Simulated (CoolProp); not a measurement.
Saturation properties of tetradecamethylhexasiloxane (MD4M) (Tc = 653.2 K, pc = 8.286 bar, ω = 0.800).

Values from CoolProp's reference Helmholtz-energy equation of state, Thol 2019.

```
T (K)   p (bar)  liquid density (kg/m³)  vapour density (kg/m³)  liquid cp (kJ/(kg K))
-----  --------  ----------------------  ----------------------  ---------------------
381.6         …                   805.3                 0.07220                  1.899
384.4  0.005812                   802.5                 0.08366                      …
387.3  0.006797                       …                 0.09713                  1.911
390.2  0.007922                   796.8                  0.1124                  1.917
393    0.009158                   794.0                  0.1291                  1.923
395.9   0.01061                   791.1                  0.1485                  1.929
398.8   0.01225                   788.2                  0.1703                  1.935
401.6   0.01404                   785.3                  0.1940                  1.941
404.5         …                   782.4                  0.2213                  1.946
407.4   0.01847                   779.5                  0.2518                  1.952
410.2   0.02100                   776.6                  0.2845                  1.958
413.1         …                       …                  0.3220                  1.964
416     0.02719                   770.7                  0.3637                  1.970
418.8   0.03069                       …                  0.4080                  1.975
```

Question: Complete the blanks.

Answer: 
- 381.6, p (bar): 0.004981
- 384.4, liquid cp (kJ/(kg K)): 1.905
- 387.3, liquid density (kg/m³): 799.7
- 404.5, p (bar): 0.01613
- 413.1, p (bar): 0.02393
- 413.1, liquid density (kg/m³): 773.7
- 418.8, liquid density (kg/m³): 767.8

It boils at 532.8 K under 1 atm.
